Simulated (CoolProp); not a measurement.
A single-stage vapour-compression cycle with R125: evaporating at 293.15 K (dew point), condensing at 330.15 K (bubble point), superheat 2 K, subcooling 5 K, compressor efficiency 0.85, no pressure losses. Each further row changes one setting.

Model: reference Helmholtz-energy equation of state, Lemmon 2005, in CoolProp.

```csv
case,cooling COP,pressure ratio,discharge temperature (K),refrigerating effect (kJ/kg),volumetric capacity (kJ/m³)
as stated,4.47,2.46,337.7,70.4,5390
evaporating temperature 298.15 K,5.45,2.15,337.2,72.2,6410
condensing temperature 325.15 K,?,?,331.8,78.5,6020
subcooling 10 K,?,2.46,337.7,?,6060
superheat 12 K,4.64,2.46,?,80.3,5700
compressor efficiency 0.75,3.94,2.46,?,70.4,5390
```

Question: Complete the blanks.

Answer: 
- condensing temperature 325.15 K, cooling COP: 5.63
- condensing temperature 325.15 K, pressure ratio: 2.20
- subcooling 10 K, cooling COP: 5.02
- subcooling 10 K, refrigerating effect (kJ/kg): 79.1
- superheat 12 K, discharge temperature (K): 345.6
- compressor efficiency 0.75, discharge temperature (K): 339.0
